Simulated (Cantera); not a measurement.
Feed: 1 mol Si, 4.9 mol HBr, 6.6 mol H₂, held at 1.50 Pa.

Equilibrium computed with Cantera from the NASA thermochemical tables; the gas is ideal and each condensed phase is pure. Candidate condensed phases: Br₂, Si; 19 gas species. The tables' values for SiBr₃ are old estimates; treat these amounts as uncertain. Kinetics and transport are ignored. All values below are at 748 K.

Base state: H₂ 0.819, SiBr₄ 0.0950, HBr 0.0860, SiHBr₃ 0.000215, SiBr₃ 2.57e-5, SiBr₂ 2.30e-5 (mole fractions); condensed: gas only.

What changes in the equilibrium state with this change: 0.39 mol O₂ added?


| species | before | after |
|---|---|---|
| H₂ | 0.819 | 0.718 |
| HBr | 0.0860 | 0.226 |
| SiBr₄ | 0.0950 | 0.0560 |
| SiBr₂ | 2.30e-5 | 1.72e-6 |
| SiHBr₃ | 0.000215 | 4.22e-5 |
| SiBr₃ | 2.57e-5 | 5.40e-6 |
| SiO₂(α-quartz), mol | 0 | 0.390 |
Further candidate phases: H₂O, SiO₂.
